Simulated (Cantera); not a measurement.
Charge: 1 mol Ti, a varied amount of CH4, at 1925 K and 0.110 bar.

Cantera equilibrium calculation (NASA polynomials, part measured and part estimated; ideal gas, pure solids and liquids). Candidate condensed phases: C, C6H6, C7H8, C8H18, Ti, TiC; 77 gas species. TiC: taken at fixed stoichiometry. Rates play no part.

**Question.** At 1.1 mol CH4, list the 4 most abundant gas species with their mole fractions, and the condensed phases.

**Answer.** H2 0.997, H 0.00288, C2H2 (acetylene) 0.000456, CH4 5.71e-5. Condensed: C(graphite) + TiC(s).
